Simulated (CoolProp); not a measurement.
Dimethyl carbonate along the isotherm 298.1 K: Z from the reference equation and from simpler models built on Tc = 557.0 K, pc = 4909 kPa, ω = 0.346; each cubic takes its own stable root.

Model: reference Helmholtz-energy equation of state, Zhou 2011, in CoolProp.

```tsv
p (kPa)	phase	reference	van der Waals	Soave-Redlich-Kwong	Peng-Robinson
4910	liquid	0.1671	0.2863	0.1887	0.1678
9820	liquid	0.3329	0.5650	0.3756	0.3343
14700	liquid	0.4963	0.8363	0.5599	0.4987
19600	liquid	0.6592	1.104	0.7436	0.6627
24500	liquid	0.8210	1.369	0.9260	0.8258
29500	liquid	0.9850	1.636	1.111	0.9913
```
